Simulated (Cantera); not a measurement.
Cantera run:

```python
import numpy as np
import cantera as ct

gas_names = """
    C CH CH2 CH3 CH4 CN C2 C2H C2H2,acetylene C2H2,vinylidene C2H3,vinyl CH3CN C2H4 C2H5 C2H6 CCN CNC
    C2N2 C3 C3H3,propargyl C3H4,allene C3H4,propyne C3H4,cyclo- C3H5,allyl C3H6,propylene C3H6,cyclo-
    C3H7,n-propyl C3H7,i-propyl C3H8 C4 C4H2 C4H4,1,3-cyclo- C4H6,butadiene C4H6,2-butyne C4H6,cyclo-
    C4H8,1-butene C4H8,cis2-buten C4H8,tr2-butene C4H8,isobutene C4H8,cyclo- C4H9,n-butyl C4H9,i-butyl
    C4H9,s-butyl C4H9,t-butyl C4H10,isobutane C4H10,n-butane C4N2 C5 C5H6,1,3cyclo- C5H8,cyclo-
    C5H10,1-pentene C5H10,cyclo- C5H11,pentyl C5H11,t-pentyl C5H12,n-pentane C5H12,i-pentane
    CH3C(CH3)2CH3 C6H2 C6H5,phenyl C6H6 C6H10,cyclo- C6H12,1-hexene C6H12,cyclo- C6H13,n-hexyl
    C7H7,benzyl C7H8 C7H14,1-heptene C7H15,n-heptyl C7H16,n-heptane C8H8,styrene C8H10,ethylbenz
    C8H16,1-octene C8H17,n-octyl C8H18,isooctane C8H18,n-octane C9H19,n-nonyl C10H8,naphthale
    C10H21,n-decyl C12H9,o-bipheny C12H10,bipheny H HCN HCCN HNC H2 N NH NH2 NH3 N2 N2H2 N2H4
""".split()
cond_names = """
    C(gr) C6H6(L) C7H8(L) C8H18(L),n-octa
""".split()


def load(file, names, dense=False):
    # The tables refer to 1 bar. Condensed volumes are neglected.
    table = {s.name: s for s in ct.Species.list_from_file(file)}
    out = []
    for n in names:
        d = dict(table[n].input_data)
        d["thermo"] = dict(d["thermo"], **{"reference-pressure": 1e5})
        if dense:
            d["equation-of-state"] = {"model": "constant-volume", "density": "1e6 g/cm^3"}
        out.append(ct.Species.from_dict(d))
    return out


gas = ct.Solution(thermo="ideal-gas", species=load("nasa_gas.yaml", gas_names))
cond = {s.name: ct.Solution(thermo="fixed-stoichiometry", species=[s], name=s.name)
        for s in load("nasa_condensed.yaml", cond_names, dense=True)}
atoms = {
    'C2H6': {'C': 2, 'H': 6},
    'NH3': {'N': 1, 'H': 3},
}
top_T = {'C(gr)': 4500}  # K; cautious upper limits of use, not melting points


def equilibrate(T, P, feed):
    n = {}
    for name, mol in feed.items():
        for a, k in atoms[name].items():
            n[a] = n.get(a, 0.0) + k * mol
    gas.TPX = T, P, n
    mass = sum(n.values()) * gas.mean_molecular_weight
    gas.equilibrate("TP")
    valid = [c for c in cond.values() if c.min_temp <= T <= top_T.get(c.name, c.max_temp)]
    mix = ct.Mixture([(gas, mass / gas.mean_molecular_weight)] + [(c, 0.0) for c in valid])
    mix.T, mix.P = T, P
    mix.equilibrate("TP", solver="vcs", rtol=1e-11, max_steps=5000)
    return mix


results = []
feed = {'C2H6': 1, 'NH3': 1.6}  # mol
T = 2348  # K
for P in [10, 46, 220, 1000, 4600, 22000, 100000, 460000, 2200000, 10000000]:
    mix = equilibrate(T, P, feed)
    results.append((T, P, feed, dict(zip(mix.species_names, mix.species_moles))))
    x = sorted(zip(gas.X, gas.species_names), reverse=True)
    print(f"T = {T:g} K  P = {P:g} Pa  gas = {mix.phase_moles(0):.4g} mol")
    print("   x: " + "  ".join(f"{s} {v:.3e}" for v, s in x if v > 0.0001))
    print("   condensed (mol): " + ("  ".join(f"{mix.phase(i).name} {mix.phase_moles(i):.4g}"
          for i in range(1, mix.n_phases) if mix.phase_moles(i) > 1e-12) or "none"))
```

Result:

```
T = 2348 K  P = 10 Pa  gas = 9.122 mol
   x: H 6.385e-01  H2 2.673e-01  N2 8.344e-02  HCN 7.053e-03  C2H2,acetylene 1.461e-03  CN 7.753e-04  HNC 6.853e-04  C3 3.986e-04  C 1.797e-04  C2H 1.775e-04
   condensed (mol): C(gr) 1.879
T = 2348 K  P = 46 Pa  gas = 7.762 mol
   x: H2 4.866e-01  H 4.016e-01  N2 9.724e-02  HCN 1.027e-02  C2H2,acetylene 2.659e-03  HNC 9.981e-04  CN 3.903e-04  C2H 1.117e-04
   condensed (mol): C(gr) 1.864
T = 2348 K  P = 220 Pa  gas = 6.944 mol
   x: H2 6.602e-01  H 2.139e-01  N2 1.082e-01  HCN 1.262e-02  C2H2,acetylene 3.608e-03  HNC 1.226e-03  CN 1.882e-04
   condensed (mol): C(gr) 1.851
T = 2348 K  P = 1000 Pa  gas = 6.553 mol
   x: H2 7.585e-01  N2 1.144e-01  H 1.075e-01  HCN 1.391e-02  C2H2,acetylene 4.145e-03  HNC 1.352e-03
   condensed (mol): C(gr) 1.844
T = 2348 K  P = 4600 Pa  gas = 6.365 mol
   x: H2 8.100e-01  N2 1.177e-01  H 5.182e-02  HCN 1.458e-02  C2H2,acetylene 4.426e-03  HNC 1.417e-03
   condensed (mol): C(gr) 1.841
T = 2348 K  P = 22000 Pa  gas = 6.275 mol
   x: H2 8.356e-01  N2 1.193e-01  H 2.407e-02  HCN 1.491e-02  C2H2,acetylene 4.566e-03  HNC 1.449e-03
   condensed (mol): C(gr) 1.839
T = 2348 K  P = 100000 Pa  gas = 6.234 mol
   x: H2 8.472e-01  N2 1.200e-01  HCN 1.506e-02  H 1.137e-02  C2H2,acetylene 4.630e-03  HNC 1.463e-03  CH4 1.402e-04
   condensed (mol): C(gr) 1.838
T = 2348 K  P = 460000 Pa  gas = 6.212 mol
   x: H2 8.522e-01  N2 1.205e-01  HCN 1.513e-02  H 5.315e-03  C2H2,acetylene 4.657e-03  HNC 1.470e-03  CH4 6.526e-04
   condensed (mol): C(gr) 1.834
T = 2348 K  P = 2.2e+06 Pa  gas = 6.186 mol
   x: H2 8.518e-01  N2 1.209e-01  HCN 1.516e-02  C2H2,acetylene 4.655e-03  CH4 3.118e-03  H 2.430e-03  HNC 1.473e-03  CH3 1.655e-04  C2H4 1.126e-04
   condensed (mol): C(gr) 1.817
T = 2348 K  P = 1e+07 Pa  gas = 6.112 mol
   x: H2 8.402e-01  N2 1.224e-01  HCN 1.514e-02  CH4 1.379e-02  C2H2,acetylene 4.591e-03  HNC 1.471e-03  H 1.132e-03  C2H4 4.979e-04  CH3 3.455e-04  NH3 3.312e-04  CH3CN 1.063e-04
   condensed (mol): C(gr) 1.747
```

Equilibrium computed with Cantera from the NASA thermochemical tables; the gas is ideal and each condensed phase is pure. The ideal-gas law is rough above about 30 bar.
